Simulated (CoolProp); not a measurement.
Vapour-liquid equilibrium of ethane (1) + propylene (2) at 1.98 bar; x and y are mole fractions of (1).

Model: multi-fluid Helmholtz-energy mixture model, Bücker 2006 and Lemmon 2013; pair parameters Bell 2016, in CoolProp.

| x | bubble temperature (°C) | y at the bubble point | dew temperature at overall composition x (°C) | liquid density (mol/L) |
|---|---|---|---|---|
| 0.05 | -36.8 | ? | -32.8 | 14.25 |
| 0.2 | ? | 0.588 | -36.4 | 14.88 |
| 0.35 | -56.5 | 0.766 | ? | 15.42 |
| 0.5 | -62.4 | 0.863 | ? | 15.93 |
| 0.65 | -67.1 | ? | -50.9 | 16.41 |
| 0.8 | -70.9 | 0.963 | -58.4 | 16.88 |
| 0.95 | -74.2 | 0.992 | ? | ? |

Question: Complete the blanks.

Answer: 
- 0.05, y at the bubble point: 0.214
- 0.2, bubble temperature (°C): -48.4
- 0.35, dew temperature at overall composition x (°C): -40.5
- 0.5, dew temperature at overall composition x (°C): -45.2
- 0.65, y at the bubble point: 0.923
- 0.95, dew temperature at overall composition x (°C): -69.5
- 0.95, liquid density (mol/L): 17.36

No azeotrope shows between x = 0.05 and 0.95.

Pair parameters are fitted to limited data, so mixtures are less certain than the pure fluids.
